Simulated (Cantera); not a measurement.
A closed system holds: 1 mol Fe2O3, 7.9 mol CO, at 1100 K and 1.80 bar.

Cantera equilibrium calculation (NASA polynomials, part measured and part estimated; ideal gas, pure solids and liquids). Candidate condensed phases: C, Fe, Fe(CO)5, FeO, Fe2O3, Fe3O4; 15 gas species. Mutual solubility and eutectic melting of coexisting phases are not modelled. The tables' stoichiometric FeO is somewhat more stable than real wüstite, so its field is too wide. FeO: taken at fixed stoichiometry. The numbers say what is thermodynamically allowed, not how fast it happens.

Base state: CO 0.818, CO2 0.182 (mole fractions); condensed: Fe(α) + FeO(s).

Question: What changes in the equilibrium state with this change: temperature from 1100 K to 1873 K?

Answer: 
```csv
species,before,after
CO,0.818,0.873
CO2,0.182,0.127
Fe,<1e-9,3.39e-5
"Fe(α), mol",0.441,0
"FeO(s), mol",1.56,0
"FeO(l), mol",0,2.00
```
